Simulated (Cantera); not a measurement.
**Equilibrium for chemical vapour transport: MgO + HCl + H2**

Input: 1 mol MgO, 1.6 mol HCl, 2.5 mol H2.

Cantera equilibrium calculation (NASA polynomials, part measured and part estimated; ideal gas, pure solids and liquids). Candidate condensed phases: H2O, Mg, MgCl2, MgO, Mg(OH)2; 22 gas species. Mutual solubility and eutectic melting of coexisting phases are not modelled. Equilibrium is a limit: real reactors are often held back by kinetics, nucleation or transport.

Stable condensed phases:

```
T in K \ P in Pa
            1000    2000    4000    7900   16000   32000   63000  130000  250000  500000 1000000
   1523        A       A       A       A       A       A       A       A       A       A       A
   1473        A       A       A       A       A       A       A       A       A       A       A
   1423        A       A       A       A       A       A       A       A       A       A       B
   1373        A       A       A       A       A       A       A       A       A       A       B
   1323        A       A       A       A       A       A       A       A       A       B       B
   1273        A       A       A       A       A       A       A       A       B       B       B
   1223        A       A       A       A       A       A       A       A       B       B       B
   1173        A       A       A       A       A       A       A       B       B       B       B
   1123        A       A       A       A       A       A       B       B       B       B       B
   1073        A       A       A       A       A       B       B       B       B       B       B
   1023        A       A       A       A       B       B       B       B       B       B       B
```

A: MgO; B: MgCl2 + MgO.
